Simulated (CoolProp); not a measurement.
Properties of CH3F (R41) along the isobar 103 kPa (Tc = 317.3 K, pc = 5906 kPa, ω = 0.200).

The numbers come from the reference Helmholtz-energy equation of state, Lemmon 2006 in CoolProp. It is a short technical equation, of lower accuracy than the large ones.

| T (K) | phase | density (kg/m³) | cp (kJ/(kg K)) | speed of sound (m/s) | expansivity (1/kK) |
|---|---|---|---|---|---|
| 300.6 | gas | 1.414 | 1.122 | 305.6 | 3.420 |
| 311.9 | gas | 1.362 | 1.138 | 310.7 | 3.285 |
| 323.2 | gas | 1.313 | 1.156 | 315.7 | 3.161 |
| 334.5 | gas | 1.268 | 1.175 | 320.5 | 3.047 |
| 345.8 | gas | 1.226 | 1.195 | 325.2 | 2.942 |
| 357.1 | gas | 1.186 | 1.217 | 329.8 | 2.844 |
| 368.4 | gas | 1.149 | 1.239 | 334.2 | 2.753 |
| 379.8 | gas | 1.114 | 1.261 | 338.7 | 2.667 |
| 391.1 | gas | 1.082 | 1.284 | 343.0 | 2.587 |
| 402.4 | gas | 1.051 | 1.308 | 347.2 | 2.512 |
| 413.7 | gas | 1.022 | 1.331 | 351.4 | 2.441 |
| 425 | gas | 0.9946 | 1.355 | 355.5 | 2.374 |
